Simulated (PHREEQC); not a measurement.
NaOH is added in steps, without added water, to 1 kg of water holding 0.54 mol/kgw MgCl2, 0.23 mol/kgw K2SO4 and 0.083 mol/kgw NaCl, at 20 °C. No CO2 enters from the air. The run lets Arcanite, Bischofite, Bloedite, Brucite, Carnallite, Epsomite, Glaserite, Halite, Hexahydrite, Kainite, Kieserite, Leonite, Mirabilite, Misenite, Schoenite, Sylvite, Thenardite, MgCl2_4H2O precipitate or redissolve, and no other solid.

Base run: PHREEQC, Pitzer model, pitzer.dat. Each further column changes one thing. The table gives Mg+2 (mol/kgw).

```
NaOH added (mol)     base  database wateq4f.dat
----------------  -------  --------------------
0                   0.540                 0.394
0.1375              0.471                 0.337
0.3208              0.380                 0.264
0.4583              0.311                 0.211
0.6417              0.219                 0.143
0.7792              0.150                0.0957
0.9625             0.0587                0.0359
1.1               4.71e-7               1.66e-7
```

In brines, pH and single-ion activities rest on the MacInnes convention. The ionic strength passes 0.7 mol/kgw, the rough limit of the ion-association models, in part of: database wateq4f.dat. pitzer.dat has no redox and few complexes: it carries them in its interaction parameters. Solids allowed in the column 'database wateq4f.dat': Brucite, Halite, Mirabilite, Epsomite.
